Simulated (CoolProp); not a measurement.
A single-stage vapour-compression cycle with R125: evaporating at 211.15 K (dew point), condensing at 235.15 K (bubble point), superheat 0 K, subcooling 0 K, compressor efficiency 0.7, no pressure losses. Each further row changes one setting.

Values from CoolProp's reference Helmholtz-energy equation of state, Lemmon 2005.

```
case                              cooling COP  pressure ratio  discharge temperature (K)  refrigerating effect (kJ/kg)  volumetric capacity (kJ/m³)
--------------------------------  -----------  --------------  -------------------------  ----------------------------  ---------------------------
as stated                                5.58            3.34                      251.8                           145                          493
evaporating temperature 216.15 K         7.36            2.53                      247.7                           148                          652
condensing temperature 230.15 K          7.21            2.66                      244.0                           150                          512
subcooling 5 K                           5.79            3.34                      251.8                           150                          512
superheat 10 K                           5.55            3.34                      262.4                           151                          490
compressor efficiency 0.6                4.78            3.34                      257.6                           145                          493
```
